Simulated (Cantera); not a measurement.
A closed system holds: 1 mol Si2Cl6, 4 mol HCl, 24 mol H2, held at 1.00 mbar.

These are equilibrium values from Cantera (NASA tables, ideal gas, pure condensed phases), not measurements of a reactor. Candidate condensed phases: Si; 19 gas species. The feed counts by its element totals alone. The tables' values for SiCl3, SiCl are old estimates; treat these amounts as uncertain. Kinetics and transport are ignored. All values below are at 1352 °C.

Base state: H2 0.741, HCl 0.193, SiCl2 0.0637, H 0.00192, SiCl3 0.000536, Cl 0.000393, SiCl 0.000114, Si 5.91e-5 (mole fractions); condensed: gas only.

Task: What changes in the equilibrium state with this change: pressure from 1.00 mbar to 1 atm?

Result: 
| species | before | after |
|---|---|---|
| H2 | 0.741 | 0.764 |
| HCl | 0.193 | 0.171 |
| SiCl2 | 0.0637 | 0.0449 |
| SiCl3 | 0.000536 | 0.0105 |
| Si | 5.91e-5 | 5.40e-8 |
| SiH3Cl | 1.93e-8 | 1.65e-5 |
The tables' values for SiCl3 are old estimates; treat these amounts as uncertain.
